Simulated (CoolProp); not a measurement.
Properties of CHF3 (R23) along the isobar 176 bar.

Model: reference Helmholtz-energy equation of state, Penoncello 2003, in CoolProp.

```
T (°C)          phase  cv (kJ/(kg K))  speed of sound (m/s)  fugacity coefficient
------  -------------  --------------  --------------------  --------------------
-83.55         liquid          0.7175                 919.7              0.008590
-57.55         liquid          0.7202                 802.2               0.02952
-31.65         liquid          0.7308                 688.0               0.07250
-5.65          liquid          0.7476                 576.8                0.1419
20.25          liquid          0.7689                 471.6                0.2347
46.15   supercritical          0.7935                 377.4                0.3429
72.15   supercritical          0.8182                 303.9                0.4549
98.05   supercritical          0.8372                 262.0                0.5584
124.05  supercritical          0.8506                 247.9                0.6473
149.95  supercritical          0.8649                 247.9                0.7203
175.95  supercritical          0.8822                 253.2                0.7802
201.85  supercritical          0.9015                 260.3                0.8291
```
